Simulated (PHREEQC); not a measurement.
Solution (85 °C): 0.017 mol NaH2PO4 and 0.0083 mol HF per kg of water. Closed to the air; pH follows from the charge balance.

All values are PHREEQC results (ion-association model, phreeqc.dat), not measurements.

Precipitation was switched off in this run.

Question: What pH, ionic strength, specific conductance does the model give?

Answer: pH 3.26; ionic strength 0.0176 mol/kgw; specific conductance 4060 µS/cm.

Question: In which forms is P present?

Answer: H2PO4- 89 %, H3PO4 11 % of the P.

Species that the database lacks are ignored. Constants without temperature data keep their 25 °C values here.
